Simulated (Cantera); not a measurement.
# CO + H2 (carbon deposition, reforming and gasification)

Feed: 1 mol CO, 2.7 mol H2, equilibrated at 0.0680 bar.

These are equilibrium values from Cantera (NASA tables, ideal gas, pure condensed phases), not measurements of a reactor. Candidate condensed phases: C, C6H6, C7H8, C8H18, H2O; 110 gas species. Equilibrium is a limit: real reactors are often held back by kinetics, nucleation or transport.

| T (K) | x H2 | x CO | x H | x H2O | n C(graphite) |
|---|---|---|---|---|---|
| 1025 | 0.727 | 0.266 | 1.42e-8 | 0.00348 | 0.00915 |
| 1225 | 0.729 | 0.270 | 1.02e-6 | 0.000316 | 0 |
| 1425 | 0.730 | 0.270 | 2.23e-5 | 6.99e-5 | 0 |
| 1625 | 0.729 | 0.270 | 0.000231 | 2.57e-5 | 0 |
| 1825 | 0.728 | 0.270 | 0.00144 | 1.67e-5 | 0 |
| 2025 | 0.724 | 0.269 | 0.00628 | 1.40e-5 | 0 |
| 2225 | 0.712 | 0.267 | 0.0210 | 1.24e-5 | 0 |
| 2425 | 0.681 | 0.263 | 0.0566 | 1.10e-5 | 0 |
| 2625 | 0.619 | 0.253 | 0.128 | 9.31e-6 | 0 |
| 2825 | 0.517 | 0.237 | 0.246 | 7.53e-6 | 0 |
x: gas mole fraction; n: condensed amount in mol.

At 1025 K the condensed part is C(graphite). From 1225 K to 2825 K nothing is condensed. The main C-bearing gas is CO throughout.
